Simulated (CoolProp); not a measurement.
Properties of hexamethyldisiloxane (MM) along the isotherm 253.95 °C (Tc = 245.6 °C, pc = 19.31 bar, ω = 0.418).

Computed with CoolProp (reference Helmholtz-energy equation of state, Thol 2016).

```csv
p (bar),phase,Z,cv (kJ/(kg K)),Joule-Thomson coefficient (K/MPa),expansivity (1/kK)
2.63,gas,0.9525,2.031,8.628,[?]
5.27,gas,0.9016,2.039,9.368,2.714
7.9,gas,0.8471,2.047,10.29,3.354
10.5,gas,0.7885,2.058,11.46,4.273
13.2,gas,0.7209,2.071,13.14,5.791
15.8,gas,0.6460,[?],15.58,[?]
18.4,gas,0.5522,2.112,19.86,[?]
21.1,supercritical,0.3900,2.164,27.50,63.87
23.7,supercritical,0.2452,[?],10.00,31.72
26.3,supercritical,[?],2.136,5.091,[?]
29,supercritical,0.2582,2.124,3.422,10.01
```

Q: What belongs in the gaps?

A: 
- 2.63, expansivity (1/kK): 2.248
- 15.8, cv (kJ/(kg K)): 2.088
- 15.8, expansivity (1/kK): 8.493
- 18.4, expansivity (1/kK): 15.25
- 23.7, cv (kJ/(kg K)): 2.157
- 26.3, Z: 0.2461
- 26.3, expansivity (1/kK): 14.53
